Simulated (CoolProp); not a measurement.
The fluid at 283.2 K and 0.355 MPa expands adiabatically to 0.0306 MPa with isentropic efficiency 0.9. The same conditions are run with several fluids, on thermodynamics alone (safety and materials aside).

Computed with CoolProp (reference Helmholtz-energy equation of state of each fluid (carbon monoxide: Lemmon 2006; CH3F (R41): Lemmon 2006; R143a: Lemmon and Jacobsen 2000; dry air: Lemmon 2000; R115: Lemmon 2016)). Blends and air are pseudo-pure fits.

**Question.** Rank carbon monoxide, CH3F (R41), R143a, dry air, R115 by work (kJ/kg), highest first.

**Answer.** carbon monoxide (133), dry air (128), CH3F (R41) (113), R143a (51.0), R115 (29.1)

| fluid | final temperature (K) | final phase | final density (kg/m³) |
|---|---|---|---|
| carbon monoxide | 154.6 | gas | 0.668 |
| CH3F (R41) | 175.5 | two-phase, vapour fraction 0.986 | 0.739 |
| R143a | 214.1 | gas | 1.47 |
| dry air | 154.4 | gas | 0.692 |
| R115 | 233.4 | gas | 2.47 |
